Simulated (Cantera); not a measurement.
## SiH2Cl2 + H2 (silicon epitaxy and polysilicon growth)

Charge: 1 mol SiH2Cl2, 100 mol H2, held at 25.0 mbar.

Method: chemical equilibrium by Gibbs-energy minimisation in Cantera with the NASA 1993 tables (ideal gas, pure condensed phases). Candidate condensed phases: Si; 19 gas species. The tables' values for SiCl3 are old estimates; treat these amounts as uncertain. Kinetics and transport are ignored.

```csv
T (°C),x H2,x HCl,x SiCl4,x SiHCl3,x SiCl2,n Si(s)
627,0.991,0.00469,0.00252,0.00151,3.02e-5,0.574
702,0.988,0.00881,0.00172,0.00110,0.000127,0.683
777,0.985,0.0135,0.000794,0.000602,0.000345,0.805
852,0.982,0.0166,0.000213,0.000219,0.000592,0.882
927,0.982,0.0176,4.14e-5,6.30e-5,0.000742,0.906
1002,0.981,0.0177,8.32e-6,1.86e-5,0.000832,0.908
1077,0.981,0.0177,1.92e-6,6.09e-6,0.000900,0.905
1152,0.981,0.0176,5.13e-7,2.23e-6,0.000958,0.901
1227,0.981,0.0176,1.56e-7,9.04e-7,0.00101,0.896
1302,0.981,0.0175,5.32e-8,3.99e-7,0.00105,0.891
1377,0.981,0.0174,2.00e-8,1.90e-7,0.00110,0.885
```
x: gas mole fraction; n: condensed amount in mol.

From 627 °C to 1377 °C the condensed part is Si(s). The main Si-bearing gas is SiCl4 at 627 °C and SiCl2 at 1377 °C. The share of Si in condensed phases is highest at 1002 °C (90.8 %) and lowest at 627 °C (57.4 %).
